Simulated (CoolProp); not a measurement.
Aqueous sodium chloride as a coolant, 10 % by mass, freezing at -6.6 °C, 1 atm.

Computed with CoolProp (Melinder's fits for secondary coolants).

```
T (°C)  Prandtl number  cp (kJ/(kg K))  viscosity (mPa s)  density (kg/m³)
------  --------------  --------------  -----------------  ---------------
-3.2              15.4      (withheld)               2.30       (withheld)
5.2         (withheld)           3.698               1.77       (withheld)
13.6              8.99           3.713               1.40             1073
22          (withheld)           3.725               1.14             1070
30.4              5.88      (withheld)              0.953             1067
38.8        (withheld)           3.745              0.820             1063
```

### Question
Some entries are withheld; supply them.

### Answer

- -3.2, cp (kJ/(kg K)): 3.682
- -3.2, density (kg/m³): 1078
- 5.2, Prandtl number: 11.6
- 5.2, density (kg/m³): 1075
- 22, Prandtl number: 7.17
- 30.4, cp (kJ/(kg K)): 3.736
- 38.8, Prandtl number: 4.96
